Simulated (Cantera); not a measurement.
Charge: 1 mol MgO, 0.47 mol H2S, 1.2 mol H2O, at 1 atm.

These are equilibrium values from Cantera (NASA tables, ideal gas, pure condensed phases), not measurements of a reactor. Candidate condensed phases: H2O, H2SO4, Mg, MgO, Mg(OH)2, MgS, MgSO4, S; 26 gas species. Gases not in the tables: S3 to S7. Kinetics and transport are ignored.

log p: log10 of the partial pressure in bar; n: condensed amount in mol.

| T (°C) | log p H2O | log p H2S | log p H2 | log p S2 | log p SO2 | n MgO(s) |
|---|---|---|---|---|---|---|
| 377 | -0.14 | -0.55 | -3.30 | -3.77 | -4.29 | 1.00 |
| 452 | -0.14 | -0.55 | -2.82 | -3.25 | -3.91 | 1.00 |
| 527 | -0.14 | -0.55 | -2.43 | -2.84 | -3.60 | 1.00 |
| 602 | -0.14 | -0.56 | -2.11 | -2.50 | -3.35 | 1.00 |
| 677 | -0.14 | -0.57 | -1.84 | -2.22 | -3.13 | 1.00 |
| 752 | -0.14 | -0.59 | -1.61 | -1.98 | -2.93 | 1.00 |
| 827 | -0.15 | -0.61 | -1.42 | -1.79 | -2.76 | 1.00 |
| 902 | -0.15 | -0.64 | -1.26 | -1.63 | -2.60 | 1.00 |
| 977 | -0.16 | -0.68 | ___ | ___ | ___ | 1.00 |
| 1052 | -0.16 | -0.73 | ___ | ___ | ___ | 1.00 |
| 1127 | -0.17 | -0.79 | -0.92 | -1.31 | -2.17 | 1.00 |

Some entries are withheld; supply them.


- 1052, log p H2: -1.01
- 1052, log p S2: -1.39
- 1052, log p SO2: -2.31
- 977, log p H2: -1.12
- 977, log p S2: -1.50
- 977, log p SO2: -2.45
